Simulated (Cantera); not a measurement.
A closed system holds: 1 mol Fe(CO)5, 0.49 mol CO, 0.14 mol N2, held at 0.00133 bar.

Equilibrium computed with Cantera from the NASA thermochemical tables; the gas is ideal and each condensed phase is pure. Candidate condensed phases: C, Fe, Fe(CO)5, FeO, Fe2O3, Fe3O4; 27 gas species. Condensed phases not in the tables: cementite and carbon dissolved in iron. The numbers say what is thermodynamically allowed, not how fast it happens.

log p: log10 of the partial pressure in bar; n: condensed amount in mol.

```
T (K)  log p CO  log p CO2  log p N2  log p Fe  n C(graphite)  n Fe(α)  n Fe(γ)
-----  --------  ---------  --------  --------  -------------  -------  -------
848       -2.90      -4.44     -4.47      <-14          0.150     1.00        0
898       -2.89      -5.01     -4.48      <-14         0.0410     1.00        0
948       -2.89      -5.53     -4.48      <-14         0.0124     1.00        0
998       -2.89      -6.00     -4.48       [?]        0.00421     1.00        0
1048      -2.89      -6.43     -4.48       [?]        0.00158     1.00        0
1098      -2.89      -6.81     -4.48       [?]       0.000651     1.00        0
1148      -2.89      -7.16     -4.48       [?]              0     1.00        0
1198      -2.89      -7.48     -4.48       [?]              0        0     1.00
1248      -2.89      -7.78     -4.48       [?]              0        0    1.000
1298      -2.89      -8.05     -4.48       [?]              0        0    1.000
1348      -2.89      -8.30     -4.48       [?]              0        0    1.000
1398      -2.89      -8.53     -4.48       [?]              0        0    1.000
```

Problem. What belongs in the gaps?

Solution. 
- 998, log p Fe: -13.87
- 1048, log p Fe: -12.85
- 1098, log p Fe: -11.93
- 1148, log p Fe: -11.10
- 1198, log p Fe: -10.33
- 1248, log p Fe: -9.63
- 1298, log p Fe: -8.99
- 1348, log p Fe: -8.39
- 1398, log p Fe: -7.84
